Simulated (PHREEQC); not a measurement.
Dissolve 0.078 mmol/kgw Ca(HCO3)2, 0.036 mmol/kgw NaF and 0.3 mmol/kgw MgSO4 at 20 °C. Closed to the air; pH follows from the charge balance.

The numbers come from PHREEQC with the ion-association model, wateq4f.dat.

```yaml
pH: 8.16
ionic_strength: 0.00141 mol/kgw
total_alkalinity: 0.156 meq/kg
```

| species | molality | activity | log γ |
|---|---|---|---|
| Mg+2 | 0.000287 | 0.000244 | -0.071 |
| SO4-2 | 0.000285 | 0.000242 | -0.072 |
| HCO3- | 0.000152 | 0.000146 | -0.018 |
| Ca+2 | 7.49e-5 | 6.35e-5 | -0.071 |
| Na+ | 3.59e-5 | 3.45e-5 | -0.018 |
| F- | 3.55e-5 | 3.40e-5 | -0.018 |
| MgSO4 | 1.21e-5 | 1.21e-5 | 0.000 |
| CaSO4 | 2.92e-6 | 2.92e-6 | 0.000 |
| CO2 | 2.43e-6 | 2.43e-6 | 0.000 |
| CO3-2 | 1.04e-6 | 8.87e-7 | -0.071 |
| OH- | 1.02e-6 | 9.82e-7 | -0.018 |
| MgF+ | 5.20e-7 | 4.99e-7 | -0.018 |
| MgHCO3+ | 4.24e-7 | 4.07e-7 | -0.018 |

Precipitation was switched off in this run.
